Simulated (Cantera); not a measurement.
What does this Cantera script print?

```python
import numpy as np
import cantera as ct

gas = ct.Solution("gri30.yaml")
gas.TPX = 1823, 16000, {'NO': 1, 'N2': 0.22}
reactor = ct.IdealGasConstPressureReactor(gas, energy="off", clone=False)
net = ct.ReactorNet([reactor])
net.rtol, net.atol = 1e-08, 1e-18
show = ['NO', 'O2', 'N2', 'NO2', 'N2O']
times = np.geomspace(0.0007, 60, 9)

steps = ct.SolutionArray(gas, extra=["t"])
rows = []
print(f"{'t/s':>10s}{'T/K':>9s}{'P/Pa':>11s}" + "".join(f"{s:>11s}" for s in show))
for t in times:
    while net.time < t:
        t_next = net.step()
        steps.append(gas.state, t=t_next)
    rows.append([np.interp(t, steps.t, y) for y in (steps.T, steps.P, *steps(*show).X.T)])
    print(f"{t:10.3e}{rows[-1][0]:9.1f}{rows[-1][1]:11.4g}" + "".join(f"{x:11.3e}" for x in rows[-1][2:]))
rate = np.gradient(steps.T, steps.t)
print("integrator steps:", len(steps.t))
if steps.T.max() > steps.T[0] + 200:
    print(f"time of steepest temperature rise: {steps.t[rate.argmax()]:.4e} s")
gas.TPX = 1823, 16000, {'NO': 1, 'N2': 0.22}
gas.equilibrate("TP")
print(f"equilibrium (TP): T = {gas.T:.1f} K  " + "  ".join(f"{s} {gas[s].X[0]:.3e}" for s in show))
```

It prints:

```
       t/s      T/K       P/Pa         NO         O2         N2        NO2        N2O
 7.000e-04   1823.0    1.6e+04  8.196e-01  4.971e-07  1.803e-01  1.029e-05  2.055e-05
 2.896e-03   1823.0    1.6e+04  8.195e-01  1.101e-05  1.804e-01  6.123e-05  7.552e-05
 1.198e-02   1823.0    1.6e+04  8.189e-01  2.021e-04  1.805e-01  1.367e-04  2.000e-04
 4.954e-02   1823.0    1.6e+04  8.164e-01  1.406e-03  1.817e-01  1.575e-04  2.646e-04
 2.049e-01   1823.0    1.6e+04  8.061e-01  6.533e-03  1.869e-01  1.910e-04  2.566e-04
 8.477e-01   1823.0    1.6e+04  7.647e-01  2.715e-02  2.076e-01  2.820e-04  2.252e-04
 3.507e+00   1823.0    1.6e+04  6.186e-01  1.001e-01  2.806e-01  4.083e-04  1.398e-04
 1.451e+01   1823.0    1.6e+04  2.957e-01  2.616e-01  4.422e-01  3.142e-04  2.990e-05
 6.000e+01   1823.0    1.6e+04  4.740e-02  3.859e-01  5.664e-01  6.134e-05  8.310e-07
integrator steps: 1019
equilibrium (TP): T = 1823.0 K  NO 5.419e-03  O2 4.070e-01  N2 5.874e-01  NO2 7.205e-06  N2O 1.072e-07
```

Computed with Cantera and GRI-Mech 3.0 (53 species, 325 reactions).
